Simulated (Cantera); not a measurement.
Feed: 1 mol CHF3, equilibrated at 1527 °C and 1.50e-5 bar.

Equilibrium computed with Cantera from the NASA thermochemical tables; the gas is ideal and each condensed phase is pure. Candidate condensed phases: C, C6H6, C7H8, C8H18; 95 gas species. Gases not in the tables: C2F6 and larger saturated fluorocarbons. Rates play no part.

**Question.** What is the equilibrium state?

**Answer.** 
- x(HF) = 0.468
- x(F) = 0.307
- x(CF2) = 0.135
- x(CF4) = 0.0881
- x(CF3) = 0.00168
- x(CF) = 0.000473
- x(H) = 2.17e-6
- n(C(graphite)) = 0.518 mol
- gas amount = 2.139 mol
